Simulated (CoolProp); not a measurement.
Vapour pressure (MPa) of n-undecane: the reference equation beside estimates from Tc = 365.7 °C, pc = 1.990 MPa, ω = 0.539.

Computed with CoolProp (reference Helmholtz-energy equation of state, Aleksandrov 2011). It is a short technical equation, of lower accuracy than the large ones.

| T (°C) | reference | Lee-Kesler | Peng-Robinson |
|---|---|---|---|
| 174.45 | 0.05823 | 0.05825 | 0.05902 |
| 182.95 | 0.07317 | 0.07345 | 0.07417 |
| 191.35 | 0.09077 | 0.09141 | 0.09206 |
| 199.85 | 0.1118 | 0.1129 | 0.1135 |
| 208.25 | 0.1362 | 0.1379 | 0.1384 |
| 216.65 | 0.1646 | 0.1670 | 0.1674 |
| 225.15 | 0.1979 | 0.2011 | 0.2014 |
| 233.55 | 0.2356 | 0.2397 | 0.2401 |
| 241.95 | 0.2787 | 0.2839 | 0.2844 |
| 250.45 | 0.3283 | 0.3347 | 0.3354 |
| 258.85 | 0.3837 | 0.3914 | 0.3925 |
| 267.35 | 0.4469 | 0.4559 | 0.4577 |

Absolute difference from the reference over all 12 rows, mean and median: Lee-Kesler 1.3 and 1.5 %, Peng-Robinson 1.8 and 1.7 %.
